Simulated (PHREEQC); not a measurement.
Hard or scaling water

Dissolve 0.00098 mol CaSO4, 2.3e-05 mol CO2 and 1.9e-05 mol KCl per kg of water at 5 °C. Closed to the air; pH follows from the charge balance.

The numbers come from PHREEQC with the ion-association model, phreeqc.dat.

- pH: 5.61
- ionic strength: 0.00364 mol/kgw
- specific conductance: 138 µS/cm

```
species  molality  activity   log γ
-------  --------  --------  ------
Ca+2     0.000905  0.000706  -0.108
SO4-2    0.000905  0.000704  -0.109
CaSO4     7.52e-5   7.52e-5   0.000
CO2       2.03e-5   2.03e-5   0.000
Cl-       1.90e-5   1.78e-5  -0.028
K+        1.89e-5   1.78e-5  -0.028
HCO3-     2.69e-6   2.53e-6  -0.027
H+        2.59e-6   2.44e-6  -0.025
HSO4-     1.20e-7   1.12e-7  -0.028
KSO4-     6.43e-8   6.05e-8  -0.027
CaHCO3+   1.51e-8   1.42e-8  -0.027
```

No solid was allowed to form. Constants without temperature data keep their 25 °C values here.
